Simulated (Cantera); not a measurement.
## Transport properties of process gases

Gas mixture: CO₂ : O₂ : N₂O = 0.56 : 0.62 : 0.56 (molar parts), at 0.454 atm, frozen composition.

Cantera's kinetic-theory transport with the Lennard-Jones parameters of GRI-Mech 3.0, ideal gas; thermal conductivity in the mixture-averaged form. The composition is frozen, though it would react at the higher temperatures.

```
T (K)  ρ (kg/m³)  cp (J/kg/K)  μ (µPa s)  λ (mW/m/K)     Pr  D (cm²/s) C₂H₂  D (cm²/s) CO₂  D (cm²/s) CH₄
-----  ---------  -----------  ---------  ----------  -----  --------------  -------------  -------------
400        0.550        950.4       21.3        28.1  0.720           0.510          0.494          0.699
600        0.366         1064       29.5        43.3  0.724            1.06           1.03           1.43
800        0.275         1144       36.5        57.4  0.727            1.75           1.70           2.36
1000       0.220         1200       42.7        70.3  0.729            2.57           2.50           3.44
1200       0.183         1237       48.4        82.3  0.728            3.51           3.40           4.68
1400       0.157         1267       53.7        93.5  0.728            4.55           4.41           6.06
1600       0.137         1290       58.7         104  0.728            5.69           5.52           7.58
1800       0.122         1309       63.5         114  0.728            6.93           6.73           9.22
2000       0.110         1324       68.0         124  0.727            8.26           8.02           11.0
```
D: mixture-averaged diffusion coefficient of that species in the mixture.
